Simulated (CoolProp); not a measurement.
Vapour-liquid equilibrium of ethane (1) + n-butane (2) at 516 kPa; x and y are mole fractions of (1).

The numbers come from the multi-fluid Helmholtz-energy mixture model, Bücker 2006 and Bücker 2006; pair parameters Kunz 2012 in CoolProp.

Q: Give the bubble temperature and the first vapour's composition at x = 0.05, 0.35, 0.95. Is there an azeotrope?

A: x = 0.05: 309.7 K, y = 0.334; x = 0.35: 255.4 K, y = 0.924; x = 0.95: 222.8 K, y = 0.999. No azeotrope shows between x = 0.05 and 0.95.

The pair parameters rest on a limited set of measurements; away from them the model extrapolates.
